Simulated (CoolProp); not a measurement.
Vapour-liquid equilibrium of n-butane (1) + acetone (2) at 0.693 MPa; x and y are mole fractions of (1).

Computed with CoolProp (multi-fluid Helmholtz-energy mixture model, Bücker 2006 and Lemmon 2006; pair parameters Bell 2016).

```
x      bubble temperature, mixture model (K)  bubble temperature, Raoult's law (K)  y, mixture model  y, Raoult's law
-----  -------------------------------------  ------------------------------------  ----------------  ---------------
0.05                                   386.2                                 393.7             0.260            0.161
0.125                                  371.0                                 386.1             0.508            0.352
0.2                                    360.6                                 379.4             0.642            0.497
0.275                                  353.9                                 373.4             0.716            0.608
0.35                              (withheld)                                 367.9        (withheld)            0.695
0.425                                  346.5                                 363.0             0.790            0.764
0.5                               (withheld)                                 358.5             0.811            0.819
0.575                                  342.8                                 354.4        (withheld)            0.863
0.65                                   341.5                                 350.7             0.847            0.899
0.725                                  340.2                                 347.2        (withheld)            0.928
0.8                                    339.0                                 344.0             0.889            0.953
0.875                                  337.9                                 341.0             0.919            0.973
0.95                                   337.0                                 338.3        (withheld)            0.990
```

Q: Fill in the missing entries.

A: 
- 0.35, bubble temperature, mixture model (K): 349.5
- 0.35, y, mixture model: 0.761
- 0.5, bubble temperature, mixture model (K): 344.4
- 0.575, y, mixture model: 0.829
- 0.725, y, mixture model: 0.866
- 0.95, y, mixture model: 0.961

The largest gap from Raoult's law is -19.5 K in bubble temperature, at x = 0.275. No azeotrope shows between x = 0.05 and 0.95.

Pair parameters are fitted to limited data, so mixtures are less certain than the pure fluids. With so large a gap from Raoult's law the liquid may split in two, which this calculation doesn't test in full.
